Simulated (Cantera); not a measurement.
Source: NASA polynomial tables (part measured, part estimated), evaluated in Cantera. Values are per mole of reaction as written; species without (g) are pure solids or liquids, kept so even where they would boil at 1 bar. The tables' values for C₂F₄ are old estimates.

F₂(g) + C₂F₄(g) ⇌ 2 CF₃(g), with ΔH° = -282.0 kJ and ΔS° = 27.3 J/K at 300 K.

**Question.** How far is the shortcut ΔG° ≈ ΔH°(300 K) − T·ΔS°(300 K) from the full temperature-dependent value at 2625, 2700, 2775, 2850, 2925, 3000 K?

**Answer.** 
| T (K) | shortcut (kJ) | full (kJ) | difference (kJ) | difference in log10 K |
|---|---|---|---|---|
| 2625 | -353.6 | -329.0 | -24.6 | 0.49 |
| 2700 | -355.7 | -329.9 | -25.7 | 0.50 |
| 2775 | -357.7 | -330.9 | -26.8 | 0.51 |
| 2850 | -359.7 | -331.8 | -28.0 | 0.51 |
| 2925 | -361.8 | -332.7 | -29.1 | 0.52 |
| 3000 | -363.8 | -333.6 | -30.3 | 0.53 |
The shortcut ignores the heat-capacity change of the reaction.
